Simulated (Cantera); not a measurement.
Cantera run:

```python
import numpy as np
import cantera as ct

gas_names = """
    OH H2 ZrO2
""".split()
cond_names = """
    Zr(a) Zr(b) Zr(L)
""".split()


# ... load() reads the species with a 1 bar reference pressure and builds the phases ...
species = {s.name: s for s in load("nasa_gas.yaml", gas_names) + load("nasa_condensed.yaml", cond_names)}
# Each term lists the table entries of one substance; the one whose range holds T is used.
reactions = {
    'Zr + 2 OH(g) = H2(g) + ZrO2(g)':
        [(-1, ['Zr(a)', 'Zr(b)', 'Zr(L)']), (-2, ['OH']), (1, ['H2']), (1, ['ZrO2'])],
}


def pick(names, T):
    return next(species[n] for n in names if species[n].thermo.min_temp <= T <= species[n].thermo.max_temp)


results = []
for label, terms in reactions.items():
    print(label)
    print("     T/K   dH/kJ  dS/(J/K)   dG/kJ   log10 K")
    for T in [1598, 1648, 1698, 1748, 1798, 1848]:
        used = [(nu, pick(names, T)) for nu, names in terms]
        dH = sum(nu * s.thermo.h(T) for nu, s in used) / 1e6
        dS = sum(nu * s.thermo.s(T) for nu, s in used) / 1e3
        dG = dH - T * dS / 1e3
        logK = -dG * 1e6 / (ct.gas_constant * T * np.log(10))
        results.append((label, T, dH, dS, dG, logK, [s.name for _, s in used]))
        print(f"{T:8g} {dH:8.1f} {dS:8.1f} {dG:8.1f} {logK:8.2f}")
```

Output:

```
Zr + 2 OH(g) = H2(g) + ZrO2(g)
     T/K   dH/kJ  dS/(J/K)   dG/kJ   log10 K
    1598   -375.7    -14.6   -352.5    11.52
    1648   -376.1    -14.8   -351.7    11.15
    1698   -376.5    -15.0   -351.0    10.80
    1748   -376.9    -15.3   -350.2    10.47
    1798   -377.4    -15.5   -349.5    10.15
    1848   -377.9    -15.8   -348.7     9.86
```

Cantera with NASA thermochemical tables; ideal gases at 1 bar, condensed phases pure. Condensed species are held in their standard states even where they would react or evaporate.
